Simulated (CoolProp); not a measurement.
Vapour pressure (MPa) of cyclopentane: the reference equation beside estimates from Tc = 511.7 K, pc = 4.583 MPa, ω = 0.202.

Computed with CoolProp (reference Helmholtz-energy equation of state, Gedanitz 2015).

| T (K) | reference | Lee-Kesler | van der Waals | Redlich-Kwong | Soave-Redlich-Kwong |
|---|---|---|---|---|---|
| 397.1 | 0.7076 | 0.7145 | 1.524 | ___ | 0.7167 |
| 406.5 | ___ | 0.8646 | 1.700 | 1.072 | 0.8687 |
| 415.8 | 1.023 | 1.035 | 1.887 | 1.258 | 1.041 |
| 425.1 | 1.214 | ___ | 2.087 | 1.465 | 1.238 |
| 434.5 | 1.432 | 1.449 | 2.301 | 1.696 | 1.463 |
| 443.8 | 1.675 | 1.695 | 2.526 | 1.949 | 1.714 |
| 453.2 | 1.951 | ___ | 2.767 | 2.229 | 1.998 |
| 462.5 | 2.257 | 2.281 | 3.019 | 2.530 | 2.311 |
| 471.8 | 2.598 | 2.624 | 3.284 | 2.858 | 2.658 |
| 481.2 | 2.981 | 3.010 | 3.567 | ___ | 3.045 |

What belongs in the gaps?


- 397.1, Redlich-Kwong: 0.9040
- 406.5, reference: 0.8554
- 425.1, Lee-Kesler: 1.228
- 453.2, Lee-Kesler: 1.973
- 481.2, Redlich-Kwong: 3.217

Absolute difference from the reference over all 10 rows, mean and median: Lee-Kesler 1.1 and 1.1 %, van der Waals 60.4 and 55.7 %, Redlich-Kwong 17.6 and 17.4 %, Soave-Redlich-Kwong 2.0 and 2.2 %.
